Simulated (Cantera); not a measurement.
Input (Python, Cantera) and output of one run.

```python
import numpy as np
import cantera as ct

gas_names = """
    O3 HF F
""".split()
cond_names = """
    Cu2O(s) Cu2O(L) CuO2H2(s)
""".split()


# ... load() reads the species with a 1 bar reference pressure and builds the phases ...
species = {s.name: s for s in load("nasa_gas.yaml", gas_names) + load("nasa_condensed.yaml", cond_names)}
# Each term lists the table entries of one substance; the one whose range holds T is used.
reactions = {
    'O3(g) + 4 HF(g) + Cu2O = 4 F(g) + 2 Cu(OH)2':
        [(-1, ['O3']), (-4, ['HF']), (-1, ['Cu2O(s)', 'Cu2O(L)']), (4, ['F']), (2, ['CuO2H2(s)'])],
}


def pick(names, T):
    return next(species[n] for n in names if species[n].thermo.min_temp <= T <= species[n].thermo.max_temp)


results = []
for label, terms in reactions.items():
    print(label)
    print("     T/K   dH/kJ  dS/(J/K)   dG/kJ   log10 K")
    for T in [300, 823, 923, 1023, 1123, 1223, 1323, 1423]:
        used = [(nu, pick(names, T)) for nu, names in terms]
        dH = sum(nu * s.thermo.h(T) for nu, s in used) / 1e6
        dS = sum(nu * s.thermo.s(T) for nu, s in used) / 1e3
        dG = dH - T * dS / 1e3
        logK = -dG * 1e6 / (ct.gas_constant * T * np.log(10))
        results.append((label, T, dH, dS, dG, logK, [s.name for _, s in used]))
        print(f"{T:8g} {dH:8.1f} {dS:8.1f} {dG:8.1f} {logK:8.2f}")
```

It prints:

```
O3(g) + 4 HF(g) + Cu2O = 4 F(g) + 2 Cu(OH)2
     T/K   dH/kJ  dS/(J/K)   dG/kJ   log10 K
     300    536.0   -174.4    588.3  -102.44
     823    569.0   -111.3    660.6   -41.92
     923    575.8   -103.5    671.3   -37.99
    1023    582.5    -96.6    681.3   -34.79
    1123    589.0    -90.5    690.6   -32.12
    1223    595.2    -85.2    699.4   -29.87
    1323    601.0    -80.6    707.7   -27.94
    1423    606.3    -76.8    715.6   -26.27
```

Source: NASA polynomial tables (part measured, part estimated), evaluated in Cantera. Condensed species are held in their standard states even where they would react or evaporate.
